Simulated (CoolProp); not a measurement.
Model: reference Helmholtz-energy equation of state, Lemmon 2006, in CoolProp. It is a short technical equation, of lower accuracy than the large ones.

Task: Give the vapour pressure (bar), liquid density (kg/m³), vapour Z of saturated C2F6 (R116) at -71.75, -69.05 °C.

Result: 
```
T (°C)  p (bar)  liquid density (kg/m³)  vapour Z
------  -------  ----------------------  --------
-71.75     1.41                    1580     0.943
-69.05     1.61                    1560     0.938
```
